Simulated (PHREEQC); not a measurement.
Metal-bearing waste water: speciation

Dissolve 0.022 mol/kgw ZnSO4, 4.8e-05 mol/kgw ZnCl2 and 0.00027 mol/kgw NaH2PO4 at 25 °C. Closed to the air; pH follows from the charge balance.

All values are PHREEQC results (ion-association model, wateq4f.dat), not measurements.

Precipitation was switched off in this run.

Problem. Predict the pH.

Solution. pH 5.35.

Problem. In which forms is Zn present?

Solution. Zn+2 60 %, ZnSO4 37 %, Zn(SO4)2-2 3.7 % of the Zn.

The solution is supersaturated, for example in Zn3(PO4)2:4w, so a real one may precipitate; this is no full list. Species that the database lacks are ignored. H3PO4, which wateq4f.dat lacks, is added to it with the constant of phreeqc.dat. The database has no phosphate complexes of Zn.
